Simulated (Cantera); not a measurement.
An isothermal, constant-pressure homogeneous reactor starts with C2H6 : N2 = 1 : 8 (molar parts), at 1398 K and 3.15 Torr. Integrator tolerance rtol = 1e-08.

Model: GRI-Mech 3.0 (53 species, 325 reactions), integrated in Cantera. GRI-Mech 3.0 stops at C3 and has no aromatics, soot or wall deposition, so with more carbon than oxygen in the feed, carbon stays in small species such as C2H2 where larger ones or solid carbon would form. Radical loss at walls, strong at low pressure, is not modelled.

Question: What does this change do: pressure from 3.15 Torr to 100.0 Torr?

Answer: 
```tsv
quantity	before	after
x(C2H6) at 2.00 s	2.74e-6 (gas-phase equilibrium 4.82e-10)	3.69e-6 (gas-phase equilibrium 4.23e-7)
x(H2) at 2.00 s	0.121 (gas-phase equilibrium 0.182)	0.144 (gas-phase equilibrium 0.173)
x(CH4) at 2.00 s	0.0398 (gas-phase equilibrium 0.000199)	0.0276 (gas-phase equilibrium 0.00577)
x(CH2) at 2.00 s	3.02e-9 (gas-phase equilibrium 8.53e-11)	2.33e-10 (gas-phase equilibrium 8.14e-11)
x(CH3) at 2.00 s	5.83e-5 (gas-phase equilibrium 6.87e-7)	1.34e-5 (gas-phase equilibrium 3.61e-6)
x(C2H) at 2.00 s	4.65e-9 (gas-phase equilibrium 8.14e-9)	1.82e-9 (gas-phase equilibrium 1.41e-9)
```

Question: What does this change do: pressure from 3.15 Torr to 120 Torr?

Answer: 
```csv
quantity,before,after
x(C2H6) at 2.00 s,2.74e-6 (gas-phase equilibrium 4.82e-10),3.80e-6 (gas-phase equilibrium 5.93e-7)
x(H2) at 2.00 s,0.121 (gas-phase equilibrium 0.182),0.145 (gas-phase equilibrium 0.172)
x(CH4) at 2.00 s,0.0398 (gas-phase equilibrium 0.000199),0.0270 (gas-phase equilibrium 0.00680)
x(CH2) at 2.00 s,3.02e-9 (gas-phase equilibrium 8.53e-11),2.02e-10 (gas-phase equilibrium 8.07e-11)
x(CH3) at 2.00 s,5.83e-5 (gas-phase equilibrium 6.87e-7),1.24e-5 (gas-phase equilibrium 3.91e-6)
x(C2H) at 2.00 s,4.65e-9 (gas-phase equilibrium 8.14e-9),1.71e-9 (gas-phase equilibrium 1.28e-9)
```

Question: What does this change do: N2 8 to 1.7 parts?

Answer: 
```csv
quantity,before,after
x(C2H6) at 2.00 s,2.74e-6 (gas-phase equilibrium 4.82e-10),5.85e-6 (gas-phase equilibrium 8.60e-9)
x(H2) at 2.00 s,0.121 (gas-phase equilibrium 0.182),0.274 (gas-phase equilibrium 0.424)
x(CH4) at 2.00 s,0.0398 (gas-phase equilibrium 0.000199),0.121 (gas-phase equilibrium 0.00129)
x(CH2) at 2.00 s,3.02e-9 (gas-phase equilibrium 8.53e-11),1.94e-9 (gas-phase equilibrium 2.36e-10)
x(CH3) at 2.00 s,5.83e-5 (gas-phase equilibrium 6.87e-7),8.15e-5 (gas-phase equilibrium 2.90e-6)
x(C2H) at 2.00 s,4.65e-9 (gas-phase equilibrium 8.14e-9),4.85e-9 (gas-phase equilibrium 1.74e-8)
```
